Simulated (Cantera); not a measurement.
A perfectly stirred reactor is fed with NO : N2 = 1 : 0.27 (molar parts), at 1.00 bar; it is held at 1950 K, and followed from long to short residence time.

Cantera simulation using GRI-Mech 3.0 (53 species, 325 reactions); the numbers are that mechanism's predictions, not measurements.

| quantity | before | after |
|---|---|---|
| x(NO) at τ = 1.50 s | 0.321 | 0.442 |
| x(NO2) at τ = 1.50 s | 0.000637 | 0.000465 |
| x(N2O) at τ = 1.50 s | 4.34e-5 | 7.66e-5 |
| x(O) at τ = 1.50 s | 0.000222 | 0.000315 |
| x(O2) at τ = 1.50 s | 0.232 | 0.172 |
| x(NO) at τ = 11.0 ms | 0.776 | 0.783 |
| x(NO2) at τ = 11.0 ms | 0.000394 | 0.000204 |
| x(N2O) at τ = 11.0 ms | 0.000261 | 0.000237 |
| x(O) at τ = 11.0 ms | 6.29e-5 | 9.25e-5 |
| x(O2) at τ = 11.0 ms | 0.00549 | 0.00210 |

**Question.** Which change was made?
(A) pressure from 1.00 bar to 0.380 bar
(B) N2 0.27 to 0.11 parts
(C) pressure from 1.00 bar to 1.50 bar
(D) pressure from 1.00 bar to 27.8 Torr

**Answer.** A, pressure from 1.00 bar to 0.380 bar
